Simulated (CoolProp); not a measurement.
Ethylene at 292.67 K and 0.82 MPa is throttled through a valve to 0.21 MPa with no heat exchange. Each further row changes one setting.

Computed with CoolProp (reference Helmholtz-energy equation of state, Smukala 2000).

```json
[
 {"case": "as stated", "temperature change (K)": "(withheld)", "final density (kg/m³)": "(withheld)"},
 {"case": "outlet pressure 0.063 MPa", "temperature change (K)": "(withheld)", "final density (kg/m³)": "0.751"},
 {"case": "outlet pressure 0.273 MPa", "temperature change (K)": "-6.1", "final density (kg/m³)": "(withheld)"}
]
```

What belongs in the gaps?


- as stated, temperature change (K): -6.8
- as stated, final density (kg/m³): 2.51
- outlet pressure 0.063 MPa, temperature change (K): -8.5
- outlet pressure 0.273 MPa, final density (kg/m³): 3.27
